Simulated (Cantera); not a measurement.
An adiabatic, constant-volume homogeneous reactor starts with CH4 : CO : O2 : N2 = 1 : 0.095 : 1.36 : 5.13 (molar parts), at 1400 K and 57000 Pa. Integrator tolerance rtol = 1e-08.

Computed with Cantera and GRI-Mech 3.0 (53 species, 325 reactions).

What does this change do: initial temperature 1400 to 1625 K?


```json
[
 {"quantity": "time of steepest temperature rise", "before": "6.23 ms", "after": "0.647 ms"},
 {"quantity": "temperature at 3.00 s", "before": "2834 K", "after": "2900 K"},
 {"quantity": "equilibrium temperature", "before": "2834 K", "after": "2900 K"},
 {"quantity": "x(CH4) at 3.00 s", "before": "<1e-12 (gas-phase equilibrium <1e-12)", "after": "<1e-12 (gas-phase equilibrium <1e-12)"},
 {"quantity": "x(CO) at 3.00 s", "before": "0.0996 (gas-phase equilibrium 0.0996)", "after": "0.101 (gas-phase equilibrium 0.101)"},
 {"quantity": "x(O2) at 3.00 s", "before": "0.00223 (gas-phase equilibrium 0.00223)", "after": "0.00348 (gas-phase equilibrium 0.00348)"},
 {"quantity": "x(H2O) at 3.00 s", "before": "0.150 (gas-phase equilibrium 0.150)", "after": "0.141 (gas-phase equilibrium 0.141)"},
 {"quantity": "x(CH2) at 3.00 s", "before": "1.09e-12 (gas-phase equilibrium 1.14e-12)", "after": "1.39e-12 (gas-phase equilibrium 1.44e-12)"},
 {"quantity": "x(HCN) at 3.00 s", "before": "2.54e-8 (gas-phase equilibrium 2.54e-8)", "after": "2.48e-8 (gas-phase equilibrium 2.48e-8)"}
]
```
